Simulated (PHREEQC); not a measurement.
0.28 g of hydrous ferric oxide (600 m²/g; 0.2 weak and 0.005 strong sites per Fe, Dzombak-Morel constants, diffuse double layer) in 1 kg of water with 0.005 mol/kgw of an inert sodium salt and 0.0005 mol/kgw Na2SO4, at 25 °C; the pH is set by adding NaOH or the inert anion's acid. Oxygen is held at 0.21 atm. The system is closed to CO2. No solid was allowed to form.

The numbers come from PHREEQC with the ion-association model, wateq4f.dat.

| pH | S sorbed (%) | surface charge σ (C/m²) | surface potential ψ (mV) |
|---|---|---|---|
| 3 | 58.5 | 0.033 | 98 |
| 3.5 | 58.4 | (withheld) | 97 |
| 4 | 57.4 | (withheld) | 96 |
| 4.5 | (withheld) | 0.028 | 94 |
| 5 | (withheld) | 0.025 | (withheld) |
| 5.5 | 39.7 | 0.022 | 81 |
| 6 | 28.9 | 0.018 | 72 |
| 6.5 | (withheld) | (withheld) | 61 |
| 7 | 8.4 | 0.010 | 48 |
| 7.5 | 2.3 | 0.006 | 30 |
| 8 | 0.3 | 0.001 | 6 |
| 8.5 | 0.0 | -0.004 | -22 |
| 9 | 0.0 | -0.011 | -49 |

Task: Complete the blanks.

Result: 
- 3.5, surface charge σ (C/m²): 0.031
- 4, surface charge σ (C/m²): 0.030
- 4.5, S sorbed (%): 54.5
- 5, S sorbed (%): 48.6
- 5, surface potential ψ (mV): 89
- 6.5, S sorbed (%): 17.9
- 6.5, surface charge σ (C/m²): 0.014

The oxide is taken as insoluble; below pH 4 it would dissolve.
